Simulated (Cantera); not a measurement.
Cantera run:

```python
import numpy as np
import cantera as ct

gas_names = """
    F F2 FS2F,fluorodisu H HF H2 H2F2 H2S H3F3 H4F4 H5F5 H6F6 H7F7 S SF SF2 SF3 SF4 SF5 SF6 SH S2
    S2F2,thiothiony S8 Si SiF SiF2 SiF3 SiF4 SiH SiHF3 SiH2 SiH2F2 SiH3 SiH3F SiH4 SiS Si2 Si3
""".split()
cond_names = """
    S(cr1) S(cr2) S(L) Si(cr) Si(L)
""".split()


# ... load() reads the species with a 1 bar reference pressure and builds the phases ...
atoms = {
    'Si': {'Si': 1},
    'SF6': {'S': 1, 'F': 6},
    'H2': {'H': 2},
}
top_T = {}  # K; cautious upper limits of use, not melting points


# ... equilibrate(T, P, feed) seeds the gas with the atoms and calls Mixture.equilibrate('TP', solver="vcs", rtol=1e-11, max_steps=5000) ...
results = []
feed = {'Si': 1, 'SF6': 3.9, 'H2': 0.17}  # mol
P = 10000  # Pa
for T in [925, 1000, 1075, 1150, 1225, 1300, 1375, 1450]:
    mix = equilibrate(T, P, feed)
    results.append((T, P, feed, dict(zip(mix.species_names, mix.species_moles))))

top = {s: max(r[3][s] / sum(r[3][g] for g in gas_names) for r in results) for s in gas_names}
cols = sorted((s for s in top if top[s] > 0.0001), key=lambda s: -top[s])[:7]
seen = [c for c in cond_names if any(r[3].get(c, 0) > 1e-12 for r in results)]
print("log10 of partial pressures in bar; condensed amounts in mol")
print(f"{'T/K':>10s}" + "".join(f"{s[:9]:>10s}" for s in cols + seen))
for T, P, feed, n in results:
    ng = sum(n[g] for g in gas_names)
    print(f"{T:10.4g}" + "".join(f"{np.log10(max(n[s] / ng * P / 1e5, 1e-99)):10.3f}" for s in cols)
          + "".join(f"{n.get(c, 0):10.4g}" for c in seen))
```

It prints:

```
log10 of partial pressures in bar; condensed amounts in mol
       T/K       SF4       SF6      SiF4        HF         F       SF3       SF5
       925    -1.385    -1.480    -1.719    -2.188    -8.781    -4.099    -5.610
      1000    -1.385    -1.480    -1.719    -2.188    -7.467    -3.972    -5.253
      1075    -1.386    -1.480    -1.719    -2.188    -6.337    -3.863    -4.945
      1150    -1.386    -1.480    -1.719    -2.188    -5.354    -3.769    -4.677
      1225    -1.387    -1.480    -1.719    -2.188    -4.492    -3.686    -4.442
      1300    -1.387    -1.482    -1.720    -2.189    -3.731    -3.613    -4.234
      1375    -1.388    -1.489    -1.723    -2.192    -3.057    -3.543    -4.053
      1450    -1.386    -1.519    -1.735    -2.203    -2.464    -3.468    -3.900
```

Equilibrium computed with Cantera from the NASA thermochemical tables; the gas is ideal and each condensed phase is pure. The tables' values for SF3, SF5 are old estimates; treat these amounts as uncertain.
